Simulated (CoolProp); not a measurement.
Properties of dimethyl carbonate along the isobar 7.07 MPa (Tc = 557.0 K, pc = 4.909 MPa, ω = 0.346).

Model: reference Helmholtz-energy equation of state, Zhou 2011, in CoolProp.

| T (K) | phase | Z | cv (kJ/(kg K)) | isothermal compressibility (1/MPa) | expansivity (1/kK) | fugacity coefficient |
|---|---|---|---|---|---|---|
| 385.9 | liquid | 0.2083 | [?] | 0.001731 | 1.473 | 0.03284 |
| 393.2 | liquid | 0.2067 | 1.503 | 0.001851 | 1.508 | 0.03962 |
| 400.5 | liquid | 0.2052 | 1.517 | 0.001983 | 1.546 | 0.04736 |
| 407.7 | liquid | 0.2038 | 1.531 | [?] | 1.586 | 0.05601 |
| 415 | liquid | 0.2026 | 1.544 | 0.002285 | 1.630 | 0.06587 |
| 422.3 | liquid | 0.2015 | [?] | 0.002461 | [?] | 0.07688 |
| 429.5 | liquid | 0.2006 | 1.571 | 0.002653 | 1.729 | 0.08892 |
| 436.8 | liquid | 0.1998 | 1.584 | 0.002872 | 1.786 | 0.1024 |

Problem. Fill in the missing entries.

Solution. 
- 385.9, cv (kJ/(kg K)): 1.489
- 407.7, isothermal compressibility (1/MPa): 0.002126
- 422.3, cv (kJ/(kg K)): 1.558
- 422.3, expansivity (1/kK): 1.678
